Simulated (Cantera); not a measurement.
A closed system holds: 1 mol SiH₂Cl₂, 0.82 mol CH₄, 410 mol H₂, held at 1748 K and 0.00460 bar.

Method: chemical equilibrium by Gibbs-energy minimisation in Cantera with the NASA 1993 tables (ideal gas, pure condensed phases). Candidate condensed phases: C, C₆H₆, C₇H₈, C₈H₁₈, Si, SiC; 109 gas species. The tables' values for SiCl are old estimates; treat these amounts as uncertain. Gases not in the tables: Si₂H₆ and higher silanes. Kinetics and transport are ignored.

Base state: H₂ 0.992, HCl 0.00466, H 0.00335, Si 0.000301, SiCl₂ 6.95e-5, SiH 2.70e-5, SiH₂ 1.93e-5, Cl 1.22e-5 (mole fractions); condensed: SiC(s).

Task: What changes in the equilibrium state with this change: temperature from 1748 K to 1873.15 K?

Result: 
```
species        before     after
-----------  --------  --------
H₂              0.992     0.985
H             0.00335   0.00946
HCl           0.00466   0.00474
Si           0.000301  0.000389
SiCl₂         6.95e-5   1.29e-5
Cl            1.22e-5   3.45e-5
SiC(s), mol     0.819     0.810
```
